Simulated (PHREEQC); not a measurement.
A solution holds 110 mmol/kgw ZnCl2, 160 mmol/kgw NaCl and 0.13 mmol/kgw HCl, at 25 °C. Closed to the air; pH follows from the charge balance.

Equilibrium calculation in PHREEQC: ion-association model, phreeqc.dat.

Precipitation was switched off in this run.

Problem. Order these Cl species by the share of Cl that they hold, largest first: Cl-, ZnCl2, ZnCl4-2, ZnCl3-, ZnCl+.

Solution. Cl- (92 %), ZnCl+ (4.9 %), ZnCl2 (1.4 %), ZnCl3- (0.92 %), ZnCl4-2 (0.42 %)

Problem. Order these Zn species by the share of Zn that they hold, largest first: ZnCl+, ZnCl3-, ZnCl2, Zn+2, ZnCl4-2.

Solution. Zn+2 (79 %), ZnCl+ (17 %), ZnCl2 (2.4 %), ZnCl3- (1.1 %), ZnCl4-2 (0.36 %)

The pH is 4.00 and the ionic strength 0.441 mol/kgw. Complexes and solids missing from the database can't appear.
